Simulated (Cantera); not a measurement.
Cantera run:

```python
import numpy as np
import cantera as ct

gas_names = """
    N N2 Si SiN Si2 Si2N Si3
""".split()
cond_names = """
    Si(cr) Si(L) Si3N4(a)
""".split()


# ... load() reads the species with a 1 bar reference pressure and builds the phases ...
atoms = {
    'Si3N4': {'Si': 3, 'N': 4},
    'N2': {'N': 2},
}
top_T = {'Si3N4(a)': 2400}  # K; cautious upper limits of use, not melting points


# ... equilibrate(T, P, feed) seeds the gas with the atoms and calls Mixture.equilibrate('TP', solver="vcs", rtol=1e-11, max_steps=5000) ...
results = []
feed = {'Si3N4': 1, 'N2': 0.011}  # mol
T = 2825  # K
P = 20  # Pa
mix = equilibrate(T, P, feed)
results.append((T, P, feed, dict(zip(mix.species_names, mix.species_moles))))
x = sorted(zip(gas.X, gas.species_names), reverse=True)
print(f"T = {T:g} K  P = {P:g} Pa  gas = {mix.phase_moles(0):.4g} mol")
print("   x: " + "  ".join(f"{s} {v:.3e}" for v, s in x if v > 0.001))
print("   condensed (mol): " + ("  ".join(f"{mix.phase(i).name} {mix.phase_moles(i):.4g}"
      for i in range(1, mix.n_phases) if mix.phase_moles(i) > 1e-12) or "none"))
```

Output:

```
T = 2825 K  P = 20 Pa  gas = 5.01 mol
   x: Si 5.983e-01  N2 4.011e-01
   condensed (mol): none
```

Equilibrium computed with Cantera from the NASA thermochemical tables; the gas is ideal and each condensed phase is pure. The tables' values for SiN are old estimates; treat these amounts as uncertain.
